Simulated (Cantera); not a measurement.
Charge: 1 mol SiH4, 0.44 mol NH3, equilibrated at 1252 °C and 0.0100 bar.

Cantera equilibrium calculation (NASA polynomials, part measured and part estimated; ideal gas, pure solids and liquids). Candidate condensed phases: Si, Si3N4; 18 gas species. Mutual solubility and eutectic melting of coexisting phases are not modelled. Equilibrium is a limit: real reactors are often held back by kinetics, nucleation or transport.

Base state: H2 0.992, N2 0.00769, H 0.000236 (mole fractions); condensed: Si(s) + Si3N4(s).

Q: What changes in the equilibrium state with this change: 0.18 mol O2 added?

A: 
```
species           before     after
--------------  --------  --------
H2                 0.992     0.950
SiO                    0    0.0500
H               0.000236  0.000231
N2               0.00769   2.42e-5
Si(s), mol         0.701     0.420
Si3N4(s), mol     0.0997         0
Si2N2O(s), mol         0     0.220
```
Further candidate phases: H2O, SiO2, Si2N2O.

Q: What changes in the equilibrium state with this change: NH3 from 0.44 to 5.6 mol?

A: 
```json
[
 {"species": "H2", "before": "0.992", "after": "0.830"},
 {"species": "N2", "before": "0.00769", "after": "0.170"},
 {"species": "H", "before": "0.000236", "after": "0.000215"},
 {"species": "Si(s), mol", "before": "0.701", "after": "0"},
 {"species": "Si3N4(s), mol", "before": "0.0997", "after": "0.333"}
]
```

Q: What changes in the equilibrium state with this change: temperature from 1252 °C to 1650 °C?

A: 
```tsv
species	before	after
H2	0.992	0.913
N2	0.00769	0.0759
H	0.000236	0.00900
Si	1.89e-6	0.00170
Si2	2.88e-9	1.45e-5
SiN	1.92e-8	1.47e-5
Si2N	2.96e-8	2.08e-5
SiH	5.45e-7	0.000133
Si(s), mol	0.701	0
Si3N4(s), mol	0.0997	0
Si(l), mol	0	0.994
```
The tables' values for SiN are old estimates; treat these amounts as uncertain. Gases not in the tables: Si2H6 and higher silanes.
